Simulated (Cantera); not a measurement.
Input (Python, Cantera):

```python
import numpy as np
import cantera as ct

gas = ct.Solution("gri30.yaml")
gas.TPX = 1850, 2300000, {'CH4': 1, 'H2O': 0.43}
inlet = ct.Reservoir(gas, clone=True)

reactor = ct.IdealGasConstPressureReactor(gas, energy="off", clone=False)
exhaust = ct.Reservoir(gas, clone=True)
tau = [1.8, 0.39, 0.084, 0.018, 0.0038, 0.00082, 0.00018][0]
for a, b in ((inlet, reactor), (reactor, exhaust)):
    ct.MassFlowController(a, b, mdot=lambda t: reactor.mass / tau)
net = ct.ReactorNet([reactor])
show = ['CH4', 'H2O', 'CH2', 'OH', 'O']

rows = []
print(f"{'tau/s':>10s}{'T/K':>9s}" + "".join(f"{s:>11s}" for s in show))
for tau in [1.8, 0.39, 0.084, 0.018, 0.0038, 0.00082, 0.00018]:
    net.initial_time = 0.0
    net.advance(30 * tau)
    before = gas.X
    net.advance(40 * tau)
    drift = np.max(np.abs(gas.X - before) / (gas.X + 1e-9))
    rows.append([gas.T, *gas[show].X, drift])
    print(f"{tau:10.3e}{gas.T:9.1f}" + "".join(f"{x:11.3e}" for x in gas[show].X))
```

Output:

```
     tau/s      T/K        CH4        H2O        CH2         OH          O
 1.800e+00   1850.0  1.089e-01  4.327e-03  5.010e-08  4.431e-08  3.025e-12
 3.900e-01   1850.0  1.125e-01  1.682e-02  5.497e-08  1.737e-07  1.144e-11
 8.400e-02   1850.0  1.210e-01  5.039e-02  6.981e-08  5.321e-07  3.220e-11
 1.800e-02   1850.0  1.348e-01  1.076e-01  1.018e-07  1.177e-06  6.262e-11
 3.800e-03   1850.0  1.654e-01  1.687e-01  1.475e-07  1.898e-06  9.240e-11
 8.200e-04   1850.0  2.499e-01  2.130e-01  1.953e-07  2.427e-06  1.280e-10
 1.800e-04   1850.0  4.002e-01  2.492e-01  2.643e-07  2.954e-06  2.089e-10
```

Model: GRI-Mech 3.0 (53 species, 325 reactions), integrated in Cantera. GRI-Mech 3.0 stops at C3 and has no aromatics, soot or wall deposition, so with more carbon than oxygen in the feed, carbon stays in small species such as C2H2 where larger ones or solid carbon would form. The pressure lies above the range GRI-Mech 3.0 was tuned for (to about 10 atm).
